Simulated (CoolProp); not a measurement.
A Linde-Hampson liquefier for CF4 (R14): isothermal reversible compression at 250 K from 1 atm to 5 MPa, throttling to 1 atm, return gas leaving the recuperator 2 K below the feed. Each further row changes one setting.

The numbers come from the reference Helmholtz-energy equation of state, Platzer 1990 in CoolProp. This equation is an older, rougher fit; its heat capacities, sound speeds and derivatives of the liquid may be far off and weren't checked against measurements.

```tsv
case	liquid yield per pass	compression work (kJ/kg of gas)
as stated	___	83.4
high pressure 10 MPa	___	90.8
warm-end temperature 280 K	___	___
warm-end gap 7 K	___	83.4
```

Complete the blanks.


- as stated, liquid yield per pass: 0.194
- high pressure 10 MPa, liquid yield per pass: 0.392
- warm-end temperature 280 K, liquid yield per pass: 0.109
- warm-end temperature 280 K, compression work (kJ/kg of gas): 97.0
- warm-end gap 7 K, liquid yield per pass: 0.181
